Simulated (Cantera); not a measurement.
An isothermal, constant-pressure homogeneous reactor starts with C2H6 : N2 = 1 : 160 (molar parts), at 1998 K and 1.43 Torr. Integrator tolerance rtol = 1e-08.

Model: GRI-Mech 3.0 (53 species, 325 reactions), integrated in Cantera. GRI-Mech 3.0 stops at C3 and has no aromatics, soot or wall deposition, so with more carbon than oxygen in the feed, carbon stays in small species such as C2H2 where larger ones or solid carbon would form. Radical loss at walls, strong at low pressure, is not modelled.

Q: What does this change do: pressure from 1.43 Torr to 1.01 bar?

A: 
| quantity | before | after |
|---|---|---|
| x(C2H6) at 200 s | <1e-12 (gas-phase equilibrium <1e-12) | 1.14e-12 (gas-phase equilibrium <1e-12) |
| x(C2H) at 200 s | 3.07e-5 (gas-phase equilibrium 1.97e-6) | 1.51e-6 (gas-phase equilibrium 8.01e-8) |
| x(HCN) at 200 s | 0.000312 (gas-phase equilibrium 0.0116) | 0.00108 (gas-phase equilibrium 0.0117) |
| x(CH2) at 200 s | 1.62e-9 (gas-phase equilibrium 1.79e-9) | 4.43e-9 (gas-phase equilibrium 1.95e-9) |
| x(CH3) at 200 s | 4.50e-9 (gas-phase equilibrium 3.80e-9) | 2.36e-7 (gas-phase equilibrium 1.04e-7) |
| x(CH4) at 200 s | 8.20e-10 (gas-phase equilibrium 5.31e-10) | 8.23e-7 (gas-phase equilibrium 3.62e-7) |

Q: What does this change do: pressure from 1.43 Torr to 0.760 bar?

A: 
```json
[
 {"quantity": "x(C2H6) at 200 s", "before": "<1e-12 (gas-phase equilibrium <1e-12)", "after": "<1e-12 (gas-phase equilibrium <1e-12)"},
 {"quantity": "x(C2H) at 200 s", "before": "3.07e-5 (gas-phase equilibrium 1.97e-6)", "after": "1.79e-6 (gas-phase equilibrium 9.25e-8)"},
 {"quantity": "x(HCN) at 200 s", "before": "0.000312 (gas-phase equilibrium 0.0116)", "after": "0.000809 (gas-phase equilibrium 0.0117)"},
 {"quantity": "x(CH2) at 200 s", "before": "1.62e-9 (gas-phase equilibrium 1.79e-9)", "after": "3.70e-9 (gas-phase equilibrium 1.95e-9)"},
 {"quantity": "x(CH3) at 200 s", "before": "4.50e-9 (gas-phase equilibrium 3.80e-9)", "after": "1.70e-7 (gas-phase equilibrium 8.97e-8)"},
 {"quantity": "x(CH4) at 200 s", "before": "8.20e-10 (gas-phase equilibrium 5.31e-10)", "after": "5.14e-7 (gas-phase equilibrium 2.71e-7)"}
]
```
